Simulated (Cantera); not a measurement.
Input: 1 mol SiO2, a varied amount of F2, 13 mol O2, 2.4 mol BCl3, equilibrated at 1525 K and 79.0 Pa.

These are equilibrium values from Cantera (NASA tables, ideal gas, pure condensed phases), not measurements of a reactor. Candidate condensed phases: B, B2O3, Si, SiO2; 45 gas species. The numbers say what is thermodynamically allowed, not how fast it happens.

**Question.** At 5.4 mol F2, list the 4 most abundant gas species with their mole fractions, and the condensed phases.

**Answer.** O2 0.574, Cl 0.273, BF3 0.0908, SiF4 0.0413. Condensed: gas only.
